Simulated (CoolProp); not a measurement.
A Linde-Hampson liquefier for nitrogen: isothermal reversible compression at 300 K from 1 atm to 20 MPa, throttling to 1 atm, return gas leaving the recuperator 2 K below the feed. Each further row changes one setting.

Values from CoolProp's reference Helmholtz-energy equation of state, Span 2000.

| case | liquid yield per pass | compression work (kJ/kg of gas) |
|---|---|---|
| as stated | ___ | 472 |
| high pressure 40 MPa | 0.088 | 542 |
| warm-end temperature 330 K | ___ | ___ |
| warm-end gap 7 K | 0.058 | 472 |

Some entries are withheld; supply them.


- as stated, liquid yield per pass: 0.070
- warm-end temperature 330 K, liquid yield per pass: 0.050
- warm-end temperature 330 K, compression work (kJ/kg of gas): 522
